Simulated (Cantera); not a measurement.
An adiabatic, constant-volume homogeneous reactor starts with CH4 : C2H6 : C3H8 : O2 : N2 = 1 : 0.03 : 0.5 : 4.61 : 17.3 (molar parts), at 1198 K and 7500 Torr. Integrator tolerance rtol = 1e-08.

Computed with Cantera and GRI-Mech 3.0 (53 species, 325 reactions). GRI-Mech 3.0 was tuned for natural gas; its chemistry of propane as a main component is partial and can be far from experiment. Above 3000 K some thermodynamic fits are extrapolated.

**Question.** What does this change do: 1.3 parts CO2 added?

**Answer.** 
```tsv
quantity	before	after
time of steepest temperature rise	1.75 ms	1.84 ms
temperature at 0.300 s	3019 K	2903 K
equilibrium temperature	3019 K	2903 K
x(CH4) at 0.300 s	<1e-12 (gas-phase equilibrium <1e-12)	<1e-12 (gas-phase equilibrium <1e-12)
x(C2H6) at 0.300 s	<1e-12 (gas-phase equilibrium <1e-12)	<1e-12 (gas-phase equilibrium <1e-12)
x(C3H8) at 0.300 s	<1e-12 (gas-phase equilibrium <1e-12)	<1e-12 (gas-phase equilibrium <1e-12)
x(HCN) at 0.300 s	1.42e-8 (gas-phase equilibrium 1.42e-8)	7.61e-9 (gas-phase equilibrium 7.61e-9)
x(H2O2) at 0.300 s	1.60e-6 (gas-phase equilibrium 1.60e-6)	1.33e-6 (gas-phase equilibrium 1.33e-6)
x(H) at 0.300 s	0.00346 (gas-phase equilibrium 0.00346)	0.00199 (gas-phase equilibrium 0.00199)
x(NO) at 0.300 s	0.0120 (gas-phase equilibrium 0.0120)	0.0105 (gas-phase equilibrium 0.0105)
```
